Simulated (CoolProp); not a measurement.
Vapour-liquid equilibrium of R114 (1) + benzene (2) at 0.308 MPa; x and y are mole fractions of (1).

The numbers come from the multi-fluid Helmholtz-energy mixture model, Platzer 1990 and Thol 2012; pair parameters Bell 2016 in CoolProp. This equation is an older, rougher fit; its heat capacities, sound speeds and derivatives of the liquid may be far off and weren't checked against measurements.

Question: Give the bubble temperature and the first vapour's composition at x = 0.05, 0.85, 0.95. Is there an azeotrope?

Answer: x = 0.05: 99.5 °C, y = 0.430; x = 0.85: 41.0 °C, y = 0.969; x = 0.95: 38.2 °C, y = 0.989. No azeotrope shows between x = 0.05 and 0.95.

The pair parameters rest on a limited set of measurements; away from them the model extrapolates. With so large a gap from Raoult's law the liquid may split in two, which this calculation doesn't test in full.
